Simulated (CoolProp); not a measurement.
Methanol at 465.33 K and 2.45 MPa is throttled through a valve to 0.94 MPa with no heat exchange. Each further row changes one setting.

The numbers come from the reference Helmholtz-energy equation of state, de Reuck 1993 in CoolProp.

```csv
case,temperature change (K),final density (kg/m³)
as stated,-36.4,9.39
outlet pressure 0.282 MPa,-59.9,2.78
outlet pressure 1.22 MPa,-28.2,12.3
```
